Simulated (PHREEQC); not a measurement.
2.7 g of hydrous ferric oxide (600 m²/g; 0.2 weak and 0.005 strong sites per Fe, Dzombak-Morel constants, diffuse double layer) in 1 kg of water with 0.1 mol/kgw of an inert sodium salt and 0.63 mmol/kgw MgCl2, 1.6 mmol/kgw ZnCl2 and 0.046 mmol/kgw BaCl2, at 25 °C; the pH is set by adding NaOH or the inert anion's acid. O2 is buffered at 0.21 atm. The system is closed to CO2. Precipitation was switched off in this run.

Equilibrium calculation in PHREEQC: ion-association model, wateq4f.dat.

Q: Predict Zn sorbed (%), surface charge σ (C/m²), surface potential ψ (mV) at pH = 3, 5.5, 6, 6.5, 7.

A: 
| pH | Zn sorbed (%) | surface charge σ (C/m²) | surface potential ψ (mV) |
|---|---|---|---|
| 3 | 0.0 | 0.364 | 150 |
| 5.5 | 13.4 | 0.165 | 111 |
| 6 | 33.0 | 0.122 | 97 |
| 6.5 | 67.9 | 0.095 | 85 |
| 7 | 90.8 | 0.072 | 72 |

The oxide is taken as insoluble; below pH 4 it would dissolve.
